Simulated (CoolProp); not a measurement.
Vapour-liquid equilibrium of acetone (1) + dimethyl carbonate (2) at 295.5 K; x and y are mole fractions of (1).

Values from CoolProp's multi-fluid Helmholtz-energy mixture model, Lemmon 2006 and Zhou 2011; pair parameters Bell 2016.

### Question
Give the bubble pressure and the first vapour's composition at x = 0.05, 0.55, 0.85. Is there an azeotrope?

### Answer
x = 0.05: 0.007627 MPa, y = 0.210; x = 0.55: 0.01806 MPa, y = 0.831; x = 0.85: 0.02421 MPa, y = 0.957. No azeotrope shows between x = 0.05 and 0.95.

The pair parameters rest on a limited set of measurements; away from them the model extrapolates.
